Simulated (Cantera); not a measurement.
An isothermal, constant-pressure homogeneous reactor starts with H₂ : O₂ = 0.15 : 1 (molar parts), equivalence ratio 0.075, at 1050 K and 0.0267 bar.

Model: the H2/O2 subset of GRI-Mech 3.0, which has no nitrogen chemistry, integrated in Cantera. Radical loss at walls, strong at low pressure, is not modelled. The temperature is held fixed by assumption; the heat of reaction is taken as removed at once.

x: mole fraction; the columns are a selection and need not sum to one.

```tsv
t (s)	x H₂	x O₂	x HO₂	x H₂O₂	x H	x OH	x H₂O
0.000400	0.130	0.870	4.50e-9	3.55e-12	4.84e-8	1.82e-8	8.49e-8
0.000812	0.130	0.870	2.34e-7	1.01e-10	8.53e-6	3.22e-6	1.56e-5
0.00165	0.0474	0.827	1.74e-5	9.50e-7	0.0346	0.00653	0.0629
0.00335	___	0.831	___	5.87e-7	___	___	___
0.00681	0.00111	0.852	1.75e-5	6.19e-7	0.00242	0.00182	0.135
0.0138	0.000246	0.859	9.91e-6	5.14e-7	0.000222	0.000772	0.139
0.0281	5.20e-5	0.860	4.16e-6	3.49e-7	2.12e-5	0.000349	0.139
0.0570	1.17e-5	0.860	1.47e-6	2.02e-7	2.51e-6	0.000172	0.139
0.116	2.92e-6	0.860	5.10e-7	1.09e-7	3.80e-7	9.22e-5	0.139
0.235	8.42e-7	0.860	1.87e-7	5.70e-8	7.20e-8	5.31e-5	0.140
0.478	___	0.860	___	___	___	___	0.140
0.970	1.06e-7	0.860	3.14e-8	1.55e-8	4.19e-9	2.06e-5	0.140
1.97	4.32e-8	0.860	1.40e-8	8.04e-9	1.18e-9	1.35e-5	0.140
4.00	1.87e-8	0.860	6.66e-9	4.13e-9	3.51e-10	8.99e-6	0.140
```

Q: Some entries are withheld; supply them.

A: 
- 0.00335, x H₂: 0.00373
- 0.00335, x HO₂: 2.14e-5
- 0.00335, x H: 0.0166
- 0.00335, x OH: 0.00369
- 0.00335, x H₂O: 0.122
- 0.478, x H₂: 2.81e-7
- 0.478, x HO₂: 7.42e-8
- 0.478, x H₂O₂: 2.98e-8
- 0.478, x H: 1.63e-8
- 0.478, x OH: 3.24e-5
